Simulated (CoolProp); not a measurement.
A single-stage vapour-compression cycle with vinyl chloride: evaporating at 253.15 K (dew point), condensing at 301.15 K (bubble point), superheat 0 K, subcooling 2 K, compressor efficiency 0.6, no pressure losses. Each further row changes one setting.

Values from CoolProp's reference Helmholtz-energy equation of state, Thol 2022.

```json
[
 {"case": "as stated", "cooling COP": "[?]", "pressure ratio": "5.51", "discharge temperature (K)": "376.9", "refrigerating effect (kJ/kg)": "291", "volumetric capacity (kJ/m³)": "693"},
 {"case": "evaporating temperature 258.15 K", "cooling COP": "3.16", "pressure ratio": "4.46", "discharge temperature (K)": "367.0", "refrigerating effect (kJ/kg)": "[?]", "volumetric capacity (kJ/m³)": "854"},
 {"case": "condensing temperature 296.15 K", "cooling COP": "3.10", "pressure ratio": "[?]", "discharge temperature (K)": "[?]", "refrigerating effect (kJ/kg)": "299", "volumetric capacity (kJ/m³)": "712"},
 {"case": "subcooling 7 K", "cooling COP": "2.80", "pressure ratio": "5.51", "discharge temperature (K)": "376.9", "refrigerating effect (kJ/kg)": "299", "volumetric capacity (kJ/m³)": "712"},
 {"case": "superheat 10 K", "cooling COP": "[?]", "pressure ratio": "5.51", "discharge temperature (K)": "388.6", "refrigerating effect (kJ/kg)": "299", "volumetric capacity (kJ/m³)": "[?]"},
 {"case": "compressor efficiency 0.5", "cooling COP": "2.27", "pressure ratio": "5.51", "discharge temperature (K)": "397.1", "refrigerating effect (kJ/kg)": "291", "volumetric capacity (kJ/m³)": "693"}
]
```

Q: Fill in the missing entries.

A: 
- as stated, cooling COP: 2.73
- evaporating temperature 258.15 K, refrigerating effect (kJ/kg): 294
- condensing temperature 296.15 K, pressure ratio: 4.75
- condensing temperature 296.15 K, discharge temperature (K): 365.9
- superheat 10 K, cooling COP: 2.70
- superheat 10 K, volumetric capacity (kJ/m³): 683
